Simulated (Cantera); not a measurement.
## Transport properties of process gases

Gas mixture: CH3OH : C2H4 = 0.48 : 0.95 (molar parts), at 0.0263 atm, frozen composition.

Cantera's kinetic-theory transport with the Lennard-Jones parameters of GRI-Mech 3.0, ideal gas; thermal conductivity in the multicomponent form. Polar gases are described roughly by these parameters. The composition is frozen, though it would react at the higher temperatures.

```tsv
T (K)	ρ (kg/m³)	cp (J/kg/K)	μ (µPa s)	λ (mW/m/K)	Pr	D (cm²/s) O	D (cm²/s) NH3	D (cm²/s) N2
400	0.0236	1777	13.3	31.6	0.745	16.0	10.4	10.3
650	0.0145	2499	20.7	69.3	0.747	37.6	26.7	24.4
900	0.0105	2975	27.1	108	0.748	65.7	48.8	42.7
1150	0.00820	3349	32.8	147	0.748	99.5	75.9	64.8
1400	0.00673	3609	37.8	183	0.747	138	107	90.2
1650	0.00571	3798	42.5	216	0.746	182	143	119
1900	0.00496	3935	46.9	248	0.745	230	182	150
2150	0.00438	4035	51.0	276	0.744	283	225	185
```
D: mixture-averaged diffusion coefficient of that species in the mixture.
